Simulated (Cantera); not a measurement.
A Cantera script and its output.

```python
import numpy as np
import cantera as ct

gas = ct.Solution("gri30.yaml")
gas.TPX = 1598, 41000, {'CH4': 1, 'C2H6': 0.089, 'C3H8': 0.092, 'O2': 1.15, 'N2': 10.4, 'H2O': 2.3}
reactor = ct.IdealGasConstPressureReactor(gas, energy="on", clone=False)
net = ct.ReactorNet([reactor])
net.rtol, net.atol = 1e-08, 1e-16
show = ['CH4', 'C2H6', 'C3H8', 'CH3', 'O']
times = np.geomspace(1e-06, 0.4, 13)

steps = ct.SolutionArray(gas, extra=["t"])
rows = []
print(f"{'t/s':>10s}{'T/K':>9s}{'P/Pa':>11s}" + "".join(f"{s:>11s}" for s in show))
for t in times:
    while net.time < t:
        t_next = net.step()
        steps.append(gas.state, t=t_next)
    rows.append([np.interp(t, steps.t, y) for y in (steps.T, steps.P, *steps(*show).X.T)])
    print(f"{t:10.3e}{rows[-1][0]:9.1f}{rows[-1][1]:11.4g}" + "".join(f"{x:11.3e}" for x in rows[-1][2:]))
rate = np.gradient(steps.T, steps.t)
print("integrator steps:", len(steps.t))
if steps.T.max() > steps.T[0] + 200:
    print(f"time of steepest temperature rise: {steps.t[rate.argmax()]:.4e} s")
gas.TPX = 1598, 41000, {'CH4': 1, 'C2H6': 0.089, 'C3H8': 0.092, 'O2': 1.15, 'N2': 10.4, 'H2O': 2.3}
gas.equilibrate("HP")
print(f"equilibrium (HP): T = {gas.T:.1f} K  " + "  ".join(f"{s} {gas[s].X[0]:.3e}" for s in show))
```

It prints:

```
       t/s      T/K       P/Pa        CH4       C2H6       C3H8        CH3          O
 1.000e-06   1597.5    4.1e+04  6.652e-02  5.906e-03  6.075e-03  7.498e-05  3.881e-07
 2.930e-06   1596.3    4.1e+04  6.648e-02  5.869e-03  5.976e-03  2.503e-04  2.012e-06
 8.584e-06   1592.8    4.1e+04  6.628e-02  5.736e-03  5.660e-03  8.455e-04  3.458e-06
 2.515e-05   1585.4    4.1e+04  6.553e-02  5.418e-03  4.761e-03  2.139e-03  4.919e-06
 7.368e-05   1581.3    4.1e+04  6.285e-02  5.126e-03  2.678e-03  2.795e-03  7.443e-06
 2.159e-04   1603.3    4.1e+04  5.369e-02  3.434e-03  3.288e-04  2.489e-03  1.247e-05
 6.325e-04   1952.6    4.1e+04  4.307e-03  1.776e-05  1.174e-08  2.238e-03  3.911e-05
 1.853e-03   2038.0    4.1e+04  1.505e-03  2.114e-07  1.863e-11  2.691e-04  8.557e-07
 5.429e-03   2034.2    4.1e+04  1.121e-03  9.931e-08  5.884e-12  1.803e-04  7.649e-07
 1.591e-02   2027.0    4.1e+04  3.509e-04  8.698e-09  1.480e-13  5.131e-05  6.935e-07
 4.660e-02   2023.7    4.1e+04  2.340e-06  4.296e-13  5.764e-20  3.572e-07  7.751e-07
 1.365e-01   2023.2    4.1e+04  5.286e-12  1.675e-23  7.004e-35  8.763e-13  9.046e-07
 4.000e-01   2023.3    4.1e+04  4.948e-12  3.104e-24  4.700e-36  8.213e-13  9.070e-07
integrator steps: 1650
time of steepest temperature rise: 5.7444e-04 s
equilibrium (HP): T = 2023.6 K  CH4 5.560e-12  C2H6 3.779e-24  C3H8 5.957e-36  CH3 9.242e-13  O 9.102e-07
```

Computed with Cantera and GRI-Mech 3.0 (53 species, 325 reactions).
